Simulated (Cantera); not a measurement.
Cantera with NASA thermochemical tables; ideal gases at 1 bar, condensed phases pure. Values are per mole of reaction as written; species without (g) are pure solids or liquids, kept so even where they would boil at 1 bar.

**Question.** Between 300 and 2300 K, where is each reaction favourable under standard conditions?
- 2 H(g) + CaBr2 → 2 HBr(g) + Ca

**Answer.** 
- 2 H(g) + CaBr2 → 2 HBr(g) + Ca: ΔG° is 150 kJ at 300 K and 113 kJ at 2300 K; it stays positive (K < 1). ΔH° is 71 kJ and ΔS° -18 J/K at 2300 K.
